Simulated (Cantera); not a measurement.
A closed system holds: 1 mol SiH4, 0.11 mol NH3, at 1377 °C and 13.3 mbar.

Equilibrium computed with Cantera from the NASA thermochemical tables; the gas is ideal and each condensed phase is pure. Candidate condensed phases: Si, Si3N4; 18 gas species. Rates play no part.

Base state: H2 0.974, N2 0.0248, H 0.000777, Si 2.01e-5 (mole fractions); condensed: Si(s).

Task: What changes in the equilibrium state with this change: temperature from 1377 °C to 875 °C?

Result: 
```csv
species,before,after
H2,0.974,1.000
H,0.000777,6.20e-7
N2,0.0248,3.95e-7
Si,2.01e-5,<1e-9
"Si(s), mol",1.000,0.918
"Si3N4(s), mol",0,0.0275
```
Mutual solubility and eutectic melting of coexisting phases are not modelled.
